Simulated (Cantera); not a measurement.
A closed system holds: 1 mol Fe₃O₄, a varied amount of C, 17 mol N₂, held at 1500 °C and 0.000110 bar.

These are equilibrium values from Cantera (NASA tables, ideal gas, pure condensed phases), not measurements of a reactor. Candidate condensed phases: C, Fe, Fe(CO)₅, FeO, Fe₂O₃, Fe₃O₄; 27 gas species. The tables' stoichiometric FeO is somewhat more stable than real wüstite, so its field is too wide. FeO: taken at fixed stoichiometry. Kinetics and transport are ignored.

Problem. Which condensed phases are stable at each of these points (n(C) (mol)): 0.34, 1.4, 2.4, 3.5, 4.5, 5.5, 6.6?

Solution. 
```json
[
 {"n(C) (mol)": "0.34", "condensed phases": "FeO(l)", "Fe condensed (%)": "97.6"},
 {"n(C) (mol)": "1.4", "condensed phases": "FeO(l)", "Fe condensed (%)": "70.5"},
 {"n(C) (mol)": "2.4", "condensed phases": "FeO(l)", "Fe condensed (%)": "36.5"},
 {"n(C) (mol)": "3.5", "condensed phases": "gas only", "Fe condensed (%)": "0.0"},
 {"n(C) (mol)": "4.5", "condensed phases": "C(graphite)", "Fe condensed (%)": "0.0"},
 {"n(C) (mol)": "5.5", "condensed phases": "C(graphite)", "Fe condensed (%)": "0.0"},
 {"n(C) (mol)": "6.6", "condensed phases": "C(graphite)", "Fe condensed (%)": "0.0"}
]
```

From 0.34 mol C to 2.4 mol C the condensed part is FeO(l). At 3.5 mol C nothing is condensed. From 4.5 mol C to 6.6 mol C the condensed part is C(graphite).
